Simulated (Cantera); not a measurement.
Gas mixture: C2H4 : H2O : NH3 = 0.27 : 0.17 : 0.93 (molar parts), at 1.50 bar, frozen composition.

Cantera's kinetic-theory transport with the Lennard-Jones parameters of GRI-Mech 3.0, ideal gas; thermal conductivity in the multicomponent form. Polar gases are described roughly by these parameters. The composition is frozen, though it would react at the higher temperatures.

D: mixture-averaged diffusion coefficient of that species in the mixture.

| T (K) | ρ (kg/m³) | cp (J/kg/K) | μ (µPa s) | λ (mW/m/K) | Pr | D (cm²/s) H2 | D (cm²/s) N2 | D (cm²/s) H2O |
|---|---|---|---|---|---|---|---|---|
| 400 | 0.872 | 2115 | 13.8 | 41.2 | 0.709 | 0.866 | 0.240 | 0.226 |
| 650 | 0.536 | … | … | … | 0.719 | … | … | … |
| 900 | 0.387 | … | … | … | 0.725 | … | … | … |
| 1150 | 0.303 | 3402 | 36.7 | 171 | 0.730 | 5.29 | 1.55 | 1.79 |
| 1400 | 0.249 | 3669 | 43.1 | 216 | 0.733 | 7.34 | 2.17 | 2.57 |
| 1650 | 0.211 | 3879 | 48.9 | 258 | 0.734 | 9.65 | 2.86 | 3.46 |
| 1900 | 0.183 | 4045 | 54.4 | 299 | 0.735 | 12.2 | 3.62 | 4.45 |
| 2150 | 0.162 | 4173 | 59.5 | 338 | 0.735 | 15.0 | 4.45 | 5.53 |
| 2400 | 0.145 | 4272 | 64.4 | 374 | 0.735 | 18.0 | 5.34 | 6.70 |

Q: Fill in the missing entries.

A: 
- 650, cp (J/kg/K): 2647
- 650, μ (µPa s): 22.2
- 650, λ (mW/m/K): 81.8
- 650, D (cm²/s) H2: 2.02
- 650, D (cm²/s) N2: 0.579
- 650, D (cm²/s) H2O: 0.601
- 900, cp (J/kg/K): 3055
- 900, μ (µPa s): 29.8
- 900, λ (mW/m/K): 126
- 900, D (cm²/s) H2: 3.50
- 900, D (cm²/s) N2: 1.02
- 900, D (cm²/s) H2O: 1.13
